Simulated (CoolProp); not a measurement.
CF4 (R14) along the isobar 3860 kPa: Z from the reference equation and from simpler models built on Tc = -45.8 °C, pc = 3762 kPa, ω = 0.178; each cubic takes its own stable root.

The numbers come from the reference Helmholtz-energy equation of state, Platzer 1990 in CoolProp. This equation is an older, rougher fit; its heat capacities, sound speeds and derivatives of the liquid may be far off and weren't checked against measurements.

```
T (°C)           phase  reference  van der Waals  Redlich-Kwong  Soave-Redlich-Kwong
-------  -------------  ---------  -------------  -------------  -------------------
-102.05         liquid     0.1618         0.2411         0.1702               0.1661
-77.25          liquid     0.1589         0.2361         0.1730               0.1681
-52.35          liquid     0.1771         0.2631         0.2089               0.2044
-27.55   supercritical     0.6642         0.6549         0.6517               0.6692
-2.75    supercritical     0.7871         0.7636         0.7711               0.7940
22.15    supercritical     0.8535         0.8249         0.8370               0.8627
46.95    supercritical     0.8962         0.8652         0.8795               0.9064
71.75    supercritical     0.9262         0.8940         0.9089               0.9363
96.65    supercritical     0.9482         0.9155         0.9304               0.9578
121.45   supercritical     0.9648         0.9319         0.9464               0.9734
146.25   supercritical     0.9777         0.9448         0.9586               0.9850
```
